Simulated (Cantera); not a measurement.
Cantera with NASA thermochemical tables; ideal gases at 1 bar, condensed phases pure. Values are per mole of reaction as written; species without (g) are pure solids or liquids, kept so even where they would boil at 1 bar.

OH(g) + 2 TaO2(g) ⇌ H(g) + Ta2O5, with ΔH° = -1465.6 kJ and ΔS° = -486.1 J/K at 300 K.

How far is the shortcut ΔG° ≈ ΔH°(300 K) − T·ΔS°(300 K) from the full temperature-dependent value at 675, 700, 725, 750, 775, 800, 825, 850 K?


| T (K) | shortcut (kJ) | full (kJ) | difference (kJ) | difference in log10 K |
|---|---|---|---|---|
| 675 | -1137.5 | -1144.9 | 7.5 | -0.58 |
| 700 | -1125.3 | -1133.7 | 8.4 | -0.63 |
| 725 | -1113.2 | -1122.6 | 9.4 | -0.68 |
| 750 | -1101.0 | -1111.5 | 10.4 | -0.73 |
| 775 | -1088.8 | -1100.4 | 11.5 | -0.78 |
| 800 | -1076.7 | -1089.4 | 12.7 | -0.83 |
| 825 | -1064.5 | -1078.4 | 13.9 | -0.88 |
| 850 | -1052.4 | -1067.5 | 15.1 | -0.93 |
The shortcut ignores the heat-capacity change of the reaction.
